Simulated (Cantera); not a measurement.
Charge: 1 mol Si, 1.9 mol Cl2, 16 mol H2, held at 0.250 bar.

These are equilibrium values from Cantera (NASA tables, ideal gas, pure condensed phases), not measurements of a reactor. Candidate condensed phases: Si; 19 gas species. Kinetics and transport are ignored.

Q: What share of the Si ends up in condensed phases as a function of T (K), at 873, 923, 973, 1023, 1073, 1123, 1173, 1223, 1273, 1323?

A: 
```
T (K)  Si condensed (%)     as
-----  ----------------  -----
873                 0.0      -
923                 0.0      -
973                 0.0      -
1023                2.0  Si(s)
1073                4.6  Si(s)
1123                7.5  Si(s)
1173               10.4  Si(s)
1223               12.9  Si(s)
1273               14.6  Si(s)
1323               15.2  Si(s)
```
